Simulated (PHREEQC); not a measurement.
A solution holds 0.028 mol H2SO4, 5.2e-05 mol FeCl3 and 0.0021 mol MnSO4 per kg of water, at 9.5 °C. Closed to the air; pH follows from the charge balance.

All values are PHREEQC results (ion-association model, wateq4f.dat), not measurements.

No solid was allowed to form.

**Question.** Order these S species by the share of S that they hold, largest first: MnSO4, SO4-2, FeSO4+, HSO4-.

**Answer.** HSO4- (56 %), SO4-2 (42 %), MnSO4 (1.8 %), FeSO4+ (0.13 %)

**Question.** Order these Fe species by the share of Fe that they hold, largest first: FeOH+2, FeHSO4+2, Fe(SO4)2-, Fe+3, FeSO4+.

**Answer.** FeSO4+ (73 %), FeHSO4+2 (13 %), Fe(SO4)2- (8.7 %), Fe+3 (5.8 %), FeOH+2 (0.22 %)

The pH is 1.48 and the ionic strength 0.0567 mol/kgw. At this temperature some constants are extrapolated from 25 °C, and those without enthalpy data are left unchanged.
